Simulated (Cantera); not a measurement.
SiHCl3 + Cl2 + H2 + HCl (silicon epitaxy and polysilicon growth)

Charge: 1 mol SiHCl3, 0.031 mol Cl2, 70 mol H2, 0.1 mol HCl, at 46.0 mbar.

Equilibrium computed with Cantera from the NASA thermochemical tables; the gas is ideal and each condensed phase is pure. Candidate condensed phases: Si; 19 gas species. The tables' values for SiCl3 are old estimates; treat these amounts as uncertain. The numbers say what is thermodynamically allowed, not how fast it happens.

From 1098 K to 1323 K the condensed part is Si(s). The main Si-bearing gas is SiCl4 at 1098 K and SiCl2 at 1323 K. The share of Si in condensed phases is highest at 1323 K (70.9 %) and lowest at 1098 K (53.2 %).

| T (K) | x H2 | x HCl | x SiCl2 | x SiCl4 | x SiHCl3 | n Si(s) |
|---|---|---|---|---|---|---|
| 1098 | 0.971 | 0.0227 | 0.00108 | 0.00298 | 0.00185 | 0.532 |
| 1123 | 0.969 | 0.0254 | 0.00141 | 0.00235 | 0.00154 | 0.574 |
| 1148 | 0.967 | 0.0279 | 0.00176 | 0.00177 | 0.00123 | 0.611 |
| 1173 | 0.965 | 0.0300 | 0.00212 | 0.00128 | 0.000957 | 0.642 |
| 1198 | 0.964 | 0.0317 | 0.00246 | 0.000879 | 0.000719 | 0.667 |
| 1223 | 0.963 | 0.0330 | 0.00275 | 0.000583 | 0.000525 | 0.685 |
| 1248 | 0.962 | 0.0339 | 0.00301 | 0.000377 | 0.000376 | 0.697 |
| 1273 | 0.961 | 0.0346 | 0.00322 | 0.000239 | 0.000266 | 0.704 |
| 1298 | 0.961 | 0.0350 | 0.00339 | 0.000151 | 0.000187 | 0.708 |
| 1323 | 0.961 | 0.0352 | 0.00353 | 9.54e-5 | 0.000132 | 0.709 |
x: gas mole fraction; n: condensed amount in mol.
